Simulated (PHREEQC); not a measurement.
Solution (45 °C): 0.002 mol/kgw NH4Cl, 6e-05 mol/kgw Na2SO4 and 0.015 mol/kgw NaCl. Closed to the air; pH follows from the charge balance.

The numbers come from PHREEQC with the ion-association model, wateq4f.dat.

No solid was allowed to form.

Question: What pH does the model give?

Answer: pH 5.74.

Question: In which forms is S present?

Answer: SO4-2 94 %, NaSO4- 4.7 %, NH4SO4- 1.4 % of the S.

Away from 25 °C the constants follow the database's enthalpies or fits; those with neither stay at their 25 °C values.
